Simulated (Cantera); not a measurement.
Charge: 1 mol Fe, 3 mol H2O, 63 mol H2, held at 1.33 mbar.

Cantera equilibrium calculation (NASA polynomials, part measured and part estimated; ideal gas, pure solids and liquids). Candidate condensed phases: Fe, FeO, Fe(OH)2, Fe(OH)3, Fe2O3, Fe3O4, H2O; 12 gas species. Kinetics and transport are ignored. All values below are at 1898 K.

Base state: H2 0.920, H2O 0.0442, H 0.0205, Fe 0.0148, OH 8.07e-5, FeO 1.09e-5 (mole fractions); condensed: gas only.

Q: What changes in the equilibrium state with this change: pressure from 1.33 mbar to 22.0 Pa?

A: 
| species | before | after |
|---|---|---|
| H2 | 0.920 | 0.892 |
| H | 0.0205 | 0.0498 |
| H2O | 0.0442 | 0.0434 |
| Fe | 0.0148 | 0.0145 |
| OH | 8.07e-5 | 0.000198 |
| FeO | 1.09e-5 | 1.09e-5 |
